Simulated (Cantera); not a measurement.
What does this Cantera script print?

```python
import numpy as np
import cantera as ct

gas_names = """
    O2 N2O
""".split()
cond_names = """
    Cr2N(s) Cr(cr) Cr(L)
""".split()


# ... load() reads the species with a 1 bar reference pressure and builds the phases ...
species = {s.name: s for s in load("nasa_gas.yaml", gas_names) + load("nasa_condensed.yaml", cond_names)}
# Each term lists the table entries of one substance; the one whose range holds T is used.
reactions = {
    '4 Cr2N + O2(g) = 8 Cr + 2 N2O(g)':
        [(-4, ['Cr2N(s)']), (-1, ['O2']), (8, ['Cr(cr)', 'Cr(L)']), (2, ['N2O'])],
}


def pick(names, T):
    return next(species[n] for n in names if species[n].thermo.min_temp <= T <= species[n].thermo.max_temp)


results = []
for label, terms in reactions.items():
    print(label)
    print("     T/K   dH/kJ  dS/(J/K)   dG/kJ   log10 K")
    for T in [300, 700, 750, 800, 850, 900, 950, 1000, 1050, 1100, 1150, 1200]:
        used = [(nu, pick(names, T)) for nu, names in terms]
        dH = sum(nu * s.thermo.h(T) for nu, s in used) / 1e6
        dS = sum(nu * s.thermo.s(T) for nu, s in used) / 1e3
        dG = dH - T * dS / 1e3
        logK = -dG * 1e6 / (ct.gas_constant * T * np.log(10))
        results.append((label, T, dH, dS, dG, logK, [s.name for _, s in used]))
        print(f"{T:8g} {dH:8.1f} {dS:8.1f} {dG:8.1f} {logK:8.2f}")
```

It prints:

```
4 Cr2N + O2(g) = 8 Cr + 2 N2O(g)
     T/K   dH/kJ  dS/(J/K)   dG/kJ   log10 K
     300    665.3    163.9    616.1  -107.27
     700    652.1    135.9    556.9   -41.56
     750    650.5    133.7    550.2   -38.32
     800    648.8    131.7    543.5   -35.49
     850    647.2    129.7    537.0   -33.00
     900    645.6    127.8    530.5   -30.79
     950    643.9    126.0    524.2   -28.82
    1000    642.3    124.4    517.9   -27.05
    1050    640.8    122.9    511.8   -25.46
    1100    639.3    121.5    505.7   -24.01
    1150    637.9    120.3    499.6   -22.69
    1200    636.7    119.2    493.6   -21.49
```

Source: NASA polynomial tables (part measured, part estimated), evaluated in Cantera. Condensed species are held in their standard states even where they would react or evaporate.
